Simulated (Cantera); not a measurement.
Input (Python, Cantera):

```python
import numpy as np
import cantera as ct

gas = ct.Solution("gri30.yaml")
gas.TPX = 325, 101325, {'CH4': 1, 'O2': 4.08, 'N2': 15.3}
inlet = ct.Reservoir(gas, clone=True)
gas.equilibrate("HP")  # start burning
reactor = ct.IdealGasConstPressureReactor(gas, energy="on", clone=False)
exhaust = ct.Reservoir(gas, clone=True)
tau = [0.043, 0.021, 0.0099, 0.0047, 0.0023, 0.0011, 0.00053, 0.00025, 0.00012, 5.8e-05, 2.8e-05, 1.3e-05, 6.5e-06][0]
for a, b in ((inlet, reactor), (reactor, exhaust)):
    ct.MassFlowController(a, b, mdot=lambda t: reactor.mass / tau)
net = ct.ReactorNet([reactor])
show = ['CH4', 'O2', 'CH2CO', 'NO', 'CH3']

rows = []
print(f"{'tau/s':>10s}{'T/K':>9s}" + "".join(f"{s:>11s}" for s in show))
for tau in [0.043, 0.021, 0.0099, 0.0047, 0.0023, 0.0011, 0.00053, 0.00025, 0.00012, 5.8e-05, 2.8e-05, 1.3e-05, 6.5e-06]:
    net.initial_time = 0.0
    net.advance(30 * tau)
    before = gas.X
    net.advance(40 * tau)
    drift = np.max(np.abs(gas.X - before) / (gas.X + 1e-9))
    rows.append([gas.T, *gas[show].X, drift])
    print(f"{tau:10.3e}{gas.T:9.1f}" + "".join(f"{x:11.3e}" for x in gas[show].X))
```

Output:

```
     tau/s      T/K        CH4         O2      CH2CO         NO        CH3
 4.300e-02   1474.4  5.678e-05  1.023e-01  2.457e-08  1.289e-06  6.359e-06
 2.100e-02   1468.5  9.182e-05  1.026e-01  4.154e-08  1.028e-06  9.520e-06
 9.900e-03   1458.4  1.551e-04  1.031e-01  7.235e-08  7.980e-07  1.460e-05
 4.700e-03   1440.8  2.731e-04  1.040e-01  1.348e-07  6.197e-07  2.289e-05
 2.300e-03   1408.7  5.330e-04  1.060e-01  3.179e-07  4.403e-07  3.852e-05
 1.100e-03    325.0  4.907e-02  2.002e-01 -2.879e-20 -7.393e-23 -1.399e-22
 5.300e-04    325.0  4.907e-02  2.002e-01 -1.032e-22 -2.649e-25 -5.015e-25
 2.500e-04    325.0  4.907e-02  2.002e-01 -6.517e-24 -1.673e-26 -3.168e-26
 1.200e-04    325.0  4.907e-02  2.002e-01 -4.117e-25 -1.057e-27 -2.001e-27
 5.800e-05    325.0  4.907e-02  2.002e-01 -2.600e-26 -6.677e-29 -1.264e-28
 2.800e-05    325.0  4.907e-02  2.002e-01 -1.643e-27 -4.218e-30 -7.984e-30
 1.300e-05    325.0  4.907e-02  2.002e-01 -1.038e-28 -2.664e-31 -5.043e-31
 6.500e-06    325.0  4.907e-02  2.002e-01 -6.554e-30 -1.683e-32 -3.185e-32
```

Cantera simulation using GRI-Mech 3.0 (53 species, 325 reactions); the numbers are that mechanism's predictions, not measurements.
